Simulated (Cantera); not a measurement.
A perfectly stirred reactor is fed with 18.7 % H₂, 81.3 % O₂, at 0.0267 bar; it is held at 1273 K, and followed from long to short residence time.

Computed with Cantera and the H2/O2 subset of GRI-Mech 3.0, which has no nitrogen chemistry. Radical loss at walls, strong at low pressure, is not modelled. The temperature is held fixed by assumption; the heat of reaction is taken as removed at once.

x: mole fraction; the columns are a selection and need not sum to one.

| τ (s) | x H₂ | x O₂ | x H₂O | x OH | x H |
|---|---|---|---|---|---|
| 23 | 4.23e-5 | 0.793 | 0.206 | 0.000665 | 6.73e-6 |
| 8.2 | 8.34e-5 | 0.793 | 0.206 | 0.000941 | 1.91e-5 |
| 2.9 | 0.000164 | 0.792 | 0.205 | 0.00133 | 5.44e-5 |
| 1.1 | [?] | 0.792 | 0.205 | [?] | [?] |
| 0.38 | [?] | 0.790 | 0.204 | [?] | [?] |
| 0.14 | 0.00114 | 0.787 | 0.202 | 0.00365 | 0.00111 |
| 0.049 | 0.00216 | 0.781 | 0.198 | 0.00513 | 0.00305 |
| 0.018 | 0.00390 | 0.771 | 0.191 | 0.00697 | 0.00762 |
| 0.0063 | 0.00691 | 0.754 | 0.178 | 0.00923 | 0.0178 |
| 0.0023 | 0.0114 | 0.735 | 0.161 | 0.0114 | 0.0330 |

Q: Complete the blanks.

A: 
- 1.1, x H₂: 0.000308
- 1.1, x OH: 0.00184
- 1.1, x H: 0.000144
- 0.38, x H₂: 0.000607
- 0.38, x OH: 0.00263
- 0.38, x H: 0.000415
